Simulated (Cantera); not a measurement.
Carbothermic reduction: CuO + CH4 + H2

Feed: 1 mol CuO, 0.65 mol CH4, 0.33 mol H2, equilibrated at 10.0 mbar.

Equilibrium computed with Cantera from the NASA thermochemical tables; the gas is ideal and each condensed phase is pure. Candidate condensed phases: C, C6H6, C7H8, C8H18, Cu, CuO, Cu(OH)2, Cu2O, H2O; 113 gas species. The numbers say what is thermodynamically allowed, not how fast it happens.

```
T (K)   x H2      x Cu   x CO   x H2O       x H    x CO2  n Cu(s)  n Cu(l)
-----  -----  --------  -----  ------  --------  -------  -------  -------
1350   0.589   4.89e-5  0.257   0.126   1.83e-5   0.0279    1.000        0
1450   0.585  0.000344  0.261   0.129   7.24e-5   0.0242        0    0.999
1550   0.582   0.00186  0.263   0.132  0.000240   0.0213        0    0.996
1650   0.575   0.00812  0.264   0.133  0.000689   0.0190        0    0.981
1750   0.560    0.0299  0.259   0.132   0.00174   0.0169        0    0.930
1850   0.519    0.0950  0.243   0.124   0.00388   0.0144        0    0.759
1950   0.416     0.267  0.197   0.101   0.00739   0.0108        0    0.157
2050   0.390     0.302  0.187  0.0959    0.0142  0.00966        0        0
2150   0.382     0.300  0.186  0.0953    0.0261  0.00911        0        0
2250   0.368     0.297  0.185  0.0937    0.0451  0.00864        0        0
2350   0.349     0.293  0.182  0.0905    0.0736  0.00821        0        0
```
x: gas mole fraction; n: condensed amount in mol.

At 1350 K the condensed part is Cu(s). From 1450 K to 1950 K the condensed part is Cu(l). From 2050 K to 2350 K nothing is condensed. The main Cu-bearing gas is Cu throughout.
